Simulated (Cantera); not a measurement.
An adiabatic, constant-pressure homogeneous reactor starts with CH₄ : CO : O₂ : N₂ : CO₂ = 1 : 0.94 : 3.09 : 37 : 11 (molar parts), equivalence ratio 0.80, at 1598 K and 100000 Pa.

Cantera simulation using GRI-Mech 3.0 (53 species, 325 reactions); the numbers are that mechanism's predictions, not measurements.

Question: Predict: time of steepest temperature rise; temperature at 1.00 s; equilibrium temperature; x(CO) at 1.00 s; x(O₂) at 1.00 s; x(HO₂) at 1.00 s; x(NO₂) at 1.00 s.

Answer: 
| Quantity | Result |
|---|---|
| time of steepest temperature rise | 1.33 ms |
| temperature at 1.00 s | 2047 K |
| equilibrium temperature | 2045 K |
| x(CO) at 1.00 s | 0.00411 (gas-phase equilibrium 0.00412) |
| x(O₂) at 1.00 s | 0.0132 (gas-phase equilibrium 0.0126) |
| x(HO₂) at 1.00 s | 2.62e-7 (gas-phase equilibrium 2.52e-7) |
| x(NO₂) at 1.00 s | 3.44e-7 (gas-phase equilibrium 7.89e-7) |
